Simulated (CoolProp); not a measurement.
The fluid at 337.71 K and 1.4 MPa flows at 2.3 m/s in a round tube of 25 mm bore and 0.25 µm roughness, fully developed (64/Re and Nu = 3.66 if laminar; Colebrook and Gnielinski if turbulent). The same conditions are run with several fluids, on thermodynamics alone (safety and materials aside).

Values from CoolProp's reference Helmholtz-energy equation of state of each fluid (C3F8 (R218): Lemmon 2006; dry air: Lemmon 2000; CF4 (R14): Platzer 1990; R410A: Lemmon 2003; R507A: Lemmon 2003). The equations of Platzer and Polt are older, rougher fits. Blends and air are pseudo-pure fits.

| fluid | Reynolds number | Darcy friction factor | pressure drop (Pa/m) | heat-transfer coefficient (W/(m² K)) | mass flow (kg/h) |
|---|---|---|---|---|---|
| C3F8 (R218) | 466000 | 0.0135 | 174 | 497 | 497 |
| dry air | 40500 | 0.0219 | 33.5 | 105 | 58.7 |
| CF4 (R14) | 132000 | 0.0171 | 81.7 | 188 | 184 |
| R410A | 157000 | 0.0165 | 71.9 | 210 | 168 |
| R507A | 233000 | 0.0153 | 95.0 | 293 | 239 |

Transport values come from each fluid's own correlations; those of C3F8 (R218), CF4 (R14) are estimates that may be off by 10 % or more.
